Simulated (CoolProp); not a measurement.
Saturated liquid density (kg/m³) of R21: the reference equation beside estimates from Tc = 179.6 °C, pc = 5289 kPa, ω = 0.206. Rackett uses Z = 0.29056 − 0.08775 ω.

Model: reference Helmholtz-energy equation of state, Platzer 1990, in CoolProp. This equation is an older, rougher fit; its heat capacities, sound speeds and derivatives of the liquid may be far off and weren't checked against measurements.

| T (°C) | reference | Rackett | van der Waals | Redlich-Kwong | Soave-Redlich-Kwong | Peng-Robinson |
|---|---|---|---|---|---|---|
| 24.45 | 1369 | 1382 | 854.9 | 1249 | 1283 | 1451 |
| 29.05 | 1358 | 1371 | 848.1 | 1237 | 1272 | … |
| 33.55 | 1347 | 1360 | 841.3 | 1225 | 1261 | … |
| 38.15 | 1335 | 1348 | … | 1212 | 1249 | 1414 |
| 42.75 | 1324 | 1337 | 827.0 | 1199 | 1237 | 1400 |
| 47.35 | … | 1325 | 819.6 | 1186 | 1224 | 1387 |
| 51.95 | 1300 | 1313 | 812.1 | 1173 | 1212 | 1373 |
| 56.55 | … | 1300 | … | 1159 | 1198 | 1358 |

**Question.** Fill in the missing entries.

**Answer.** 
- 29.05, Peng-Robinson: 1439
- 33.55, Peng-Robinson: 1427
- 38.15, van der Waals: 834.2
- 47.35, reference: 1312
- 56.55, reference: 1288
- 56.55, van der Waals: 804.5

Absolute difference from the reference over all 8 rows, mean and median: Rackett 1.0 and 1.0 %, van der Waals 37.5 and 37.5 %, Redlich-Kwong 9.3 and 9.3 %, Soave-Redlich-Kwong 6.6 and 6.5 %, Peng-Robinson 5.8 and 5.8 %.
